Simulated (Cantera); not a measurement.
Transport properties of process gases

Gas mixture: NO : N2O = 0.94 : 0.3 (molar parts), at 0.000190 bar, frozen composition.

Cantera's kinetic-theory transport with the Lennard-Jones parameters of GRI-Mech 3.0, ideal gas; thermal conductivity in the multicomponent form. The composition is frozen, though it would react at the higher temperatures.

```csv
T (K),ρ (kg/m³),cp (J/kg/K),μ (µPa s),λ (mW/m/K),Pr,D (cm²/s) NH3,D (cm²/s) CO2,D (cm²/s) N2
400,0.000191,989.5,22.0,30.5,0.715,1860,1280,1690
600,0.000127,1060,29.7,43.9,0.718,3950,2640,3400
800,9.54e-5,1124,36.3,56.7,0.719,6600,4350,5520
1000,7.63e-5,1172,42.2,68.7,0.719,9750,6360,8030
1200,6.36e-5,1202,47.6,79.6,0.719,13400,8660,10900
1400,5.45e-5,1228,52.7,90.0,0.719,17400,11200,14100
1600,4.77e-5,1248,57.5,99.9,0.719,21800,14000,17600
```
D: mixture-averaged diffusion coefficient of that species in the mixture.
